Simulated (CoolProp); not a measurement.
Aqueous methanol as a coolant, 29 % by mass, freezing at -24.5 °C, 1 atm.

The numbers come from the Melinder's fits for secondary coolants in CoolProp.

```json
[
 {"T (°C)": "-18", "density (kg/m³)": "967.5", "cp (kJ/(kg K))": "3.734", "Prandtl number": "76.7", "viscosity (mPa s)": "8.38"},
 {"T (°C)": "-12.1", "density (kg/m³)": "…", "cp (kJ/(kg K))": "3.790", "Prandtl number": "57.0", "viscosity (mPa s)": "6.20"},
 {"T (°C)": "-6.1", "density (kg/m³)": "963.7", "cp (kJ/(kg K))": "3.842", "Prandtl number": "43.2", "viscosity (mPa s)": "4.69"},
 {"T (°C)": "-0.2", "density (kg/m³)": "961.6", "cp (kJ/(kg K))": "3.889", "Prandtl number": "33.6", "viscosity (mPa s)": "3.64"},
 {"T (°C)": "5.8", "density (kg/m³)": "959.3", "cp (kJ/(kg K))": "3.930", "Prandtl number": "26.5", "viscosity (mPa s)": "2.88"},
 {"T (°C)": "11.7", "density (kg/m³)": "956.8", "cp (kJ/(kg K))": "3.964", "Prandtl number": "21.4", "viscosity (mPa s)": "2.33"},
 {"T (°C)": "17.7", "density (kg/m³)": "…", "cp (kJ/(kg K))": "3.992", "Prandtl number": "17.5", "viscosity (mPa s)": "1.91"},
 {"T (°C)": "23.6", "density (kg/m³)": "…", "cp (kJ/(kg K))": "4.012", "Prandtl number": "14.5", "viscosity (mPa s)": "1.59"},
 {"T (°C)": "29.6", "density (kg/m³)": "948.3", "cp (kJ/(kg K))": "4.024", "Prandtl number": "12.2", "viscosity (mPa s)": "1.34"},
 {"T (°C)": "35.5", "density (kg/m³)": "945.2", "cp (kJ/(kg K))": "4.028", "Prandtl number": "10.3", "viscosity (mPa s)": "1.15"}
]
```

Task: Complete the blanks.

Result: 
- -12.1, density (kg/m³): 965.7
- 17.7, density (kg/m³): 954.1
- 23.6, density (kg/m³): 951.3
